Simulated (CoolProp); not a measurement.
Vapour-liquid equilibrium of acetone (1) + n-nonane (2) at 319.6 K; x and y are mole fractions of (1).

The numbers come from the multi-fluid Helmholtz-energy mixture model, Lemmon 2006 and Lemmon 2006; pair parameters Bell 2016 in CoolProp.

```
x      bubble pressure, mixture model (MPa)  bubble pressure, Raoult's law (MPa)  y, mixture model  y, Raoult's law
-----  ------------------------------------  -----------------------------------  ----------------  ---------------
0.05                                0.01694                             0.005512             0.885            0.654
0.125                               0.03318                              0.01077             0.944            0.837
0.2                                 0.04364                              0.01602             0.959            0.900
0.275                               0.04999                              0.02128             0.965            0.932
0.35                                0.05365                              0.02653             0.969            0.951
0.425                               0.05573                              0.03179             0.970            0.964
0.5                                 0.05699                              0.03704             0.972            0.973
0.575                               0.05799                              0.04230             0.973            0.980
0.65                                0.05911                              0.04755             0.974            0.985
0.725                               0.06061                              0.05281             0.976            0.990
0.8                                 0.06269                              0.05806             0.979            0.993
0.875                               0.06550                              0.06332             0.985            0.996
0.95                                0.06914                              0.06857             0.993            0.999
```

The largest gap from Raoult's law is +208.1 % in bubble pressure, at x = 0.125. No azeotrope shows between x = 0.05 and 0.95.

The pair parameters rest on a limited set of measurements; away from them the model extrapolates. With so large a gap from Raoult's law the liquid may split in two, which this calculation doesn't test in full.
